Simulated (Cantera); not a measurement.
Input (Python, Cantera):

```python
import numpy as np
import cantera as ct

gas = ct.Solution("gri30.yaml")
gas.TPX = 500, 500000, {'CH4': 1, 'O2': 2, 'N2': 5.6}
flame = ct.FreeFlame(gas, width=0.013)
flame.set_refine_criteria(ratio=3, slope=0.08, curve=0.16)
flame.transport_model = "mixture-averaged"
flame.solve(loglevel=0, auto=True)
z, T = flame.grid, flame.T
thick = (T[-1] - T[0]) / np.gradient(T, z).max()
show = ['CH4', 'O2', 'N2O', 'C2H6', 'HCN', 'C2H4']
print(f"laminar burning velocity  {flame.velocity[0] * 100:.3f} cm/s")
print(f"burnt temperature         {T[-1]:.1f} K")
print(f"thermal thickness         {thick * 1e3:.4f} mm")
print(f"grid points               {len(z)}")
z0 = z[flame.heat_release_rate.argmax()]
print(f"{'z/mm':>9s}{'T/K':>9s}{'u/(m/s)':>9s}" + "".join(f"{s:>11s}" for s in show))
rows = []
for k in (-3, -2, -1.5, -1, -0.5, -0.25, 0, 0.25, 0.5, 1, 2, 4, 8):
    zz = z0 + k * thick
    rows.append([k * thick, np.interp(zz, z, T), np.interp(zz, z, flame.velocity),
                 *(np.interp(zz, z, flame.X[gas.species_index(s)]) for s in show)])
    print(f"{rows[-1][0] * 1e3:9.3f}{rows[-1][1]:9.1f}{rows[-1][2]:9.3f}" + "".join(f"{x:11.3e}" for x in rows[-1][3:]))
```

It prints:

```
laminar burning velocity  88.158 cm/s
burnt temperature         2575.6 K
thermal thickness         0.0742 mm
grid points               161
     z/mm      T/K  u/(m/s)        CH4         O2        N2O       C2H6        HCN       C2H4
   -0.223    500.2    0.883  1.162e-01  2.324e-01  1.442e-12  2.122e-08  5.700e-11  1.796e-08
   -0.148    502.4    0.888  1.157e-01  2.318e-01  2.830e-11  4.496e-07  1.072e-09  3.347e-07
   -0.111    512.1    0.907  1.147e-01  2.307e-01  2.060e-10  3.479e-06  7.522e-09  2.333e-06
   -0.074    589.8    1.052  1.087e-01  2.242e-01  2.909e-09  5.398e-05  9.887e-08  3.054e-05
   -0.037   1081.2    1.961  7.508e-02  1.801e-01  4.343e-08  7.804e-04  1.289e-06  3.955e-04
   -0.019   1569.8    2.878  4.001e-02  1.285e-01  1.157e-07  9.812e-04  3.248e-06  8.197e-04
    0.000   2014.6    3.721  8.945e-03  7.179e-02  2.307e-07  1.007e-04  6.364e-06  4.434e-04
    0.019   2210.3    4.074  5.902e-04  3.984e-02  3.610e-07  4.226e-07  5.448e-06  2.020e-05
    0.037   2283.2    4.187  1.994e-05  2.866e-02  4.537e-07  4.613e-10  2.010e-06  2.140e-07
    0.074   2369.4    4.315  3.520e-08  2.214e-02  5.036e-07  2.788e-15  2.055e-07  4.502e-11
    0.148   2461.0    4.456  1.670e-12  1.784e-02  5.278e-07  5.150e-22  4.493e-09  1.095e-16
    0.297   2533.7    4.567  3.297e-15  1.454e-02  5.488e-07 -5.121e-29  1.227e-10  1.111e-22
    0.594   2569.8    4.621  2.327e-15  1.273e-02  5.553e-07 -3.026e-28  1.327e-10  1.384e-23
```

Cantera simulation using GRI-Mech 3.0 (53 species, 325 reactions); the numbers are that mechanism's predictions, not measurements. Burning velocities carry a grid error of a few per cent, more on coarse grids.
